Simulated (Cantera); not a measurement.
Cantera with NASA thermochemical tables; ideal gases at 1 bar, condensed phases pure. Values are per mole of reaction as written; species without (g) are pure solids or liquids, kept so even where they would boil at 1 bar. TaC: taken at fixed stoichiometry.

7 NO(g) + Ta2O5 + 2 CO(g) ⇌ 7 NO2(g) + 2 TaC

```csv
T (K),ΔH° (kJ),ΔS° (J/K),ΔG° (kJ),log10 K,condensed phases
300,1579.2,-248.2,1653.7,-287.92,"Ta2O5(s), TaC(s)"
775,(withheld),(withheld),(withheld),(withheld),"Ta2O5(s), TaC(s)"
925,1559.9,-288.7,1826.9,-103.16,"Ta2O5(s), TaC(s)"
1075,(withheld),(withheld),(withheld),(withheld),"Ta2O5(s), TaC(s)"
1225,1555.9,-292.4,1914.1,-81.62,"Ta2O5(s), TaC(s)"
1375,1554.3,-293.7,1958.0,-74.38,"Ta2O5(s), TaC(s)"
1525,1552.9,-294.6,2002.2,-68.58,"Ta2O5(s), TaC(s)"
1675,1551.7,-295.3,2046.4,-63.82,"Ta2O5(s), TaC(s)"
1825,1550.9,-295.8,2090.8,-59.84,"Ta2O5(s), TaC(s)"
1975,(withheld),(withheld),(withheld),(withheld),"Ta2O5(s), TaC(s)"
2125,1427.3,-355.9,2183.5,-53.67,"Ta2O5(l), TaC(s)"
```

### Question
Complete the blanks.

### Answer

- 775, ΔH° (kJ): 1562.4
- 775, ΔS° (J/K): -285.7
- 775, ΔG° (kJ): 1783.8
- 775, log10 K: -120.22
- 1075, ΔH° (kJ): 1557.8
- 1075, ΔS° (J/K): -290.8
- 1075, ΔG° (kJ): 1870.3
- 1075, log10 K: -90.88
- 1975, ΔH° (kJ): 1550.4
- 1975, ΔS° (J/K): -296.1
- 1975, ΔG° (kJ): 2135.2
- 1975, log10 K: -56.47
